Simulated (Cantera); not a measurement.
Feed: 1 mol TiO2, 5.8 mol HCl, at 1450 K.

Equilibrium computed with Cantera from the NASA thermochemical tables; the gas is ideal and each condensed phase is pure. Candidate condensed phases: H2O, Ti, TiCl2, TiCl3, TiCl4, TiO, TiO2, Ti2O3, Ti3O5, Ti4O7; 23 gas species. Rates play no part.

x: gas mole fraction; n: condensed amount in mol.

```csv
P (Pa),x HCl,x Cl,x H2,x H2O,x TiCl4,x H,x TiCl3,n TiO2(rutile)
1,0.966,0.0225,0.0110,0.000436,2.40e-5,0.000313,0.000187,0.999
4.20,0.978,0.0140,0.00686,0.000546,6.77e-5,0.000121,0.000201,0.998
18,0.986,0.00870,0.00424,0.000725,0.000170,4.59e-5,0.000190,0.998
75,0.990,0.00542,0.00264,0.00103,0.000358,1.77e-5,___,0.997
320,0.993,0.00334,0.00163,0.00156,0.000670,6.76e-6,___,0.995
1300,0.993,0.00208,0.00104,0.00242,0.00114,2.67e-6,___,0.993
5600,0.992,0.00126,0.000658,0.00388,0.00189,1.03e-6,___,0.989
24000,0.989,0.000745,0.000436,0.00625,0.00309,4.03e-7,___,0.982
100000,0.984,0.000429,0.000312,0.00996,0.00496,1.67e-7,___,0.971
```

**Question.** What belongs in the gaps?

**Answer.** 
- 75, x TiCl3: 0.000154
- 320, x TiCl3: 0.000109
- 1300, x TiCl3: 7.33e-5
- 5600, x TiCl3: 4.69e-5
- 24000, x TiCl3: 3.02e-5
- 100000, x TiCl3: 2.02e-5
